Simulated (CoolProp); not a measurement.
The fluid at 298.15 K and 0.0344 MPa expands adiabatically to 0.00529 MPa with isentropic efficiency 0.9. The same conditions are run with several fluids, on thermodynamics alone (safety and materials aside).

Values from CoolProp's reference Helmholtz-energy equation of state of each fluid (R1336mzz(Z): McLinden 2020; c-C4F8 (RC318): Platzer 1990; R141b: Lemmon 2006; isobutane: Bücker 2006; R404A: Lemmon 2003). The equations of Platzer and Polt are older, rougher fits. Blends and air are pseudo-pure fits.

```json
[
 {"fluid": "R1336mzz(Z)", "work (kJ/kg)": "…", "final temperature (K)": "…", "final density (kg/m³)": "…"},
 {"fluid": "c-C4F8 (RC318)", "work (kJ/kg)": "…", "final temperature (K)": "…", "final density (kg/m³)": "0.469"},
 {"fluid": "R141b", "work (kJ/kg)": "32.3", "final temperature (K)": "252.1", "final density (kg/m³)": "…"},
 {"fluid": "isobutane", "work (kJ/kg)": "…", "final temperature (K)": "255.5", "final density (kg/m³)": "0.145"},
 {"fluid": "R404A", "work (kJ/kg)": "…", "final temperature (K)": "250.2", "final density (kg/m³)": "0.249"}
]
```

**Question.** Some entries are withheld; supply them.

**Answer.** 
- R1336mzz(Z), work (kJ/kg): 23.8
- R1336mzz(Z), final temperature (K): 267.6
- R1336mzz(Z), final density (kg/m³): 0.392
- c-C4F8 (RC318), work (kJ/kg): 19.7
- c-C4F8 (RC318), final temperature (K): 271.8
- R141b, final density (kg/m³): 0.296
- isobutane, work (kJ/kg): 65.8
- R404A, work (kJ/kg): 38.8
